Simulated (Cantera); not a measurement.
Input: 1 mol CH3SiCl3, 1.2 mol C2H4, 41 mol H2, held at 2450 K and 0.133 bar.

These are equilibrium values from Cantera (NASA tables, ideal gas, pure condensed phases), not measurements of a reactor. Candidate condensed phases: C, C6H6, C7H8, C8H18, Si, SiC; 109 gas species. The feed counts by its element totals alone. The tables' values for SiCl are old estimates; treat these amounts as uncertain. Gases not in the tables: Si2H6 and higher silanes. Kinetics and transport are ignored.

Base state: H2 0.872, HCl 0.0570, H 0.0514, C2H2 (acetylene) 0.00761, Si 0.00517, Cl 0.00238, SiCl2 0.00122, SiC2 0.00116 (mole fractions); condensed: C(graphite) + SiC(s).

### Question
What changes in the equilibrium state with this change: H2 from 41 to 5 mol?

### Answer
```csv
species,before,after
H2,0.872,0.686
HCl,0.0570,0.219
H,0.0514,0.0456
SiCl2,0.00122,0.0228
Cl,0.00238,0.0103
SiCl3,1.73e-6,0.000141
SiCl,0.000580,0.00251
C2HCl,5.25e-6,2.02e-5
CH4,1.65e-5,1.02e-5
CH3,1.77e-5,1.24e-5
"C(graphite), mol",2.00,2.60
"SiC(s), mol",0.513,0.636
```
The tables' values for SiCl, SiCl3 are old estimates; treat these amounts as uncertain.
